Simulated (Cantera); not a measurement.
A closed system holds: 1 mol Al(CH₃)₃, 0.61 mol N₂, at 1523 K and 0.100 bar.

Equilibrium computed with Cantera from the NASA thermochemical tables; the gas is ideal and each condensed phase is pure. Candidate condensed phases: Al, AlN, C, C₆H₆, C₇H₈, C₈H₁₈; 97 gas species. The feed counts by its element totals alone. Kinetics and transport are ignored.

Task: What is the equilibrium state?

Result: 
```
Property                              Value
--------------------------------  ---------
x(H₂)                                 0.976
x(N₂)                                0.0238
x(CH₄)                             0.000219
x(HCN)                             0.000189
x(H)                                7.22e-5
x(C₂H₂ (acetylene))                 1.15e-5
x(HNC)                              3.43e-6
n(AlN(s))                          1.00 mol
n(C(graphite))                     3.00 mol
gas amount                        4.609 mol
log10 activity of Al(l) (absent)      -3.84
```
